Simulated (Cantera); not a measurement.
Cantera run, input and output.

```python
import numpy as np
import cantera as ct

gas = ct.Solution("gri30.yaml")
gas.TPX = 1575, 1000000, {'CH4': 1, 'O2': 2.22, 'N2': 8.36, 'CO2': 0.64}
reactor = ct.IdealGasConstPressureReactor(gas, energy="on", clone=False)
net = ct.ReactorNet([reactor])
net.rtol, net.atol = 1e-08, 1e-16
show = ['CH4', 'O2', 'CO2', 'H2', 'OH', 'C2H2', 'CH2O']
times = np.geomspace(1e-06, 1, 12)

steps = ct.SolutionArray(gas, extra=["t"])
rows = []
print(f"{'t/s':>10s}{'T/K':>9s}{'P/Pa':>11s}" + "".join(f"{s:>11s}" for s in show))
for t in times:
    while net.time < t:
        t_next = net.step()
        steps.append(gas.state, t=t_next)
    rows.append([np.interp(t, steps.t, y) for y in (steps.T, steps.P, *steps(*show).X.T)])
    print(f"{t:10.3e}{rows[-1][0]:9.1f}{rows[-1][1]:11.4g}" + "".join(f"{x:11.3e}" for x in rows[-1][2:]))
rate = np.gradient(steps.T, steps.t)
print("integrator steps:", len(steps.t))
if steps.T.max() > steps.T[0] + 200:
    print(f"time of steepest temperature rise: {steps.t[rate.argmax()]:.4e} s")
gas.TPX = 1575, 1000000, {'CH4': 1, 'O2': 2.22, 'N2': 8.36, 'CO2': 0.64}
gas.equilibrate("HP")
print(f"equilibrium (HP): T = {gas.T:.1f} K  " + "  ".join(f"{s} {gas[s].X[0]:.3e}" for s in show))
```

Result:

```
       t/s      T/K       P/Pa        CH4         O2        CO2         H2         OH       C2H2       CH2O
 1.000e-06   1575.0      1e+06  8.183e-02  1.817e-01  5.237e-02  3.962e-07  3.042e-08  1.678e-15  1.240e-07
 3.511e-06   1575.0      1e+06  8.182e-02  1.817e-01  5.237e-02  1.841e-06  9.233e-08  5.060e-13  1.966e-06
 1.233e-05   1575.0      1e+06  8.169e-02  1.816e-01  5.237e-02  1.547e-05  4.306e-07  2.321e-10  4.061e-05
 4.329e-05   1580.9      1e+06  7.996e-02  1.806e-01  5.237e-02  2.969e-04  2.213e-06  1.311e-07  6.457e-04
 1.520e-04   2809.0      1e+06  4.074e-15  2.992e-02  1.015e-01  6.040e-03  1.425e-02  4.459e-18  7.152e-10
 5.337e-04   2797.7      1e+06  4.383e-15  2.684e-02  1.014e-01  6.117e-03  1.350e-02  4.579e-18  7.280e-10
 1.874e-03   2792.6      1e+06  4.532e-15  2.551e-02  1.013e-01  6.157e-03  1.317e-02  4.632e-18  7.348e-10
 6.579e-03   2792.5      1e+06  4.534e-15  2.550e-02  1.013e-01  6.157e-03  1.317e-02  4.633e-18  7.348e-10
 2.310e-02   2792.5      1e+06  4.534e-15  2.550e-02  1.013e-01  6.157e-03  1.317e-02  4.633e-18  7.348e-10
 8.111e-02   2792.5      1e+06  4.534e-15  2.550e-02  1.013e-01  6.157e-03  1.317e-02  4.633e-18  7.348e-10
 2.848e-01   2792.5      1e+06  4.534e-15  2.550e-02  1.013e-01  6.157e-03  1.317e-02  4.633e-18  7.348e-10
 1.000e+00   2792.5      1e+06  4.534e-15  2.550e-02  1.013e-01  6.157e-03  1.317e-02  4.633e-18  7.348e-10
integrator steps: 1915
time of steepest temperature rise: 1.0035e-04 s
equilibrium (HP): T = 2792.5 K  CH4 5.906e-15  O2 2.550e-02  CO2 1.013e-01  H2 6.157e-03  OH 1.317e-02  C2H2 5.001e-18  CH2O 7.348e-10
```

Model: GRI-Mech 3.0 (53 species, 325 reactions), integrated in Cantera.
